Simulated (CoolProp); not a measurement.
A simple Rankine cycle with R1224YDZ: condensing at 295.15 K, boiler at 1.19 MPa, turbine inlet 389.5 K, turbine efficiency 0.85, pump efficiency 0.8, no recuperator. Each further row changes one setting.

Values from CoolProp's reference Helmholtz-energy equation of state, Akasaka 2023.

```tsv
case	thermal efficiency (%)	net work (kJ/kg)	heat in (kJ/kg)	turbine exit temperature (K)	volume ratio over the turbine
as stated	14.1	32.6	231	334.5	9.40
turbine inlet 409.5 K	14.0	35.4	252	356.0	9.10
condensing temperature 287.15 K	15.4	37.0	240	328.3	12.6
boiler pressure 0.833 MPa	12.2	28.9	237	346.1	6.27
turbine efficiency 0.75	12.4	28.6	231	339.1	9.55
```
